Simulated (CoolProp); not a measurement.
Vapour-liquid equilibrium of p-xylene (1) + n-decane (2) at 109.05 °C; x and y are mole fractions of (1).

Values from CoolProp's multi-fluid Helmholtz-energy mixture model, Zhou 2012 and Lemmon 2006; pair parameters Bell 2016.

Give the bubble pressure and the first vapour's composition at x = 0.05, 0.275, 0.425. Is there an azeotrope?

x = 0.05: 0.01528 MPa, y = 0.154; x = 0.275: 0.02248 MPa, y = 0.554; x = 0.425: 0.02694 MPa, y = 0.700. No azeotrope shows between x = 0.05 and 0.95.

Pair parameters are fitted to limited data, so mixtures are less certain than the pure fluids.
